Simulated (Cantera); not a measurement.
**Adiabatic ignition**

An adiabatic, constant-volume homogeneous reactor starts with 5.74 % CH₄, 3.44 % H₂, 19.1 % O₂, 71.7 % N₂, equivalence ratio 0.69, at 1400 K and 160000 Pa.

Model: GRI-Mech 3.0 (53 species, 325 reactions), integrated in Cantera.

```csv
t (s),T (K),P (bar),x CH₄,x H₂,x O₂,x H,x NO,x C₂H₂,x CH₂
3.00e-6,1400,1.60,0.0574,0.0344,0.191,1.70e-8,<1e-12,<1e-12,<1e-12
7.25e-6,1400,1.60,0.0574,0.0344,0.191,2.89e-8,<1e-12,<1e-12,<1e-12
1.75e-5,1400,1.60,0.0574,0.0344,0.191,7.43e-8,<1e-12,<1e-12,<1e-12
4.24e-5,1400,1.60,0.0574,0.0344,0.191,4.51e-7,<1e-12,<1e-12,3.11e-11
0.000103,1403,1.60,0.0567,0.0341,0.191,1.41e-5,2.99e-12,3.72e-9,2.41e-8
0.000248,2735,3.15,<1e-12,0.00721,0.0616,0.00455,0.000484,<1e-12,<1e-12
0.000599,2779,3.19,<1e-12,0.00615,0.0581,0.00337,0.00668,<1e-12,<1e-12
0.00145,2769,3.17,<1e-12,0.00611,0.0548,0.00324,0.0139,<1e-12,<1e-12
0.00350,2765,3.17,<1e-12,0.00610,0.0536,0.00319,0.0166,<1e-12,<1e-12
0.00847,2764,3.17,<1e-12,0.00610,0.0535,0.00318,0.0168,<1e-12,<1e-12
0.0205,2764,3.17,<1e-12,0.00610,0.0535,0.00318,0.0168,<1e-12,<1e-12
0.0495,2764,3.17,<1e-12,0.00610,0.0535,0.00318,0.0168,<1e-12,<1e-12
0.120,2764,3.17,<1e-12,0.00610,0.0535,0.00318,0.0168,<1e-12,<1e-12
0.290,2764,3.17,<1e-12,0.00610,0.0535,0.00318,0.0168,<1e-12,<1e-12
0.700,2764,3.17,<1e-12,0.00610,0.0535,0.00318,0.0168,<1e-12,<1e-12
```
x: mole fraction; the columns are a selection and need not sum to one.

```
Property                                                             Value
---------------------------------  ---------------------------------------
time of steepest temperature rise                                 0.214 ms
temperature at 0.700 s                                              2764 K
equilibrium temperature                                             2764 K
x(CH₄) at 0.700 s                    <1e-12 (gas-phase equilibrium <1e-12)
x(H₂) at 0.700 s                   0.00610 (gas-phase equilibrium 0.00610)
x(O₂) at 0.700 s                     0.0535 (gas-phase equilibrium 0.0535)
```
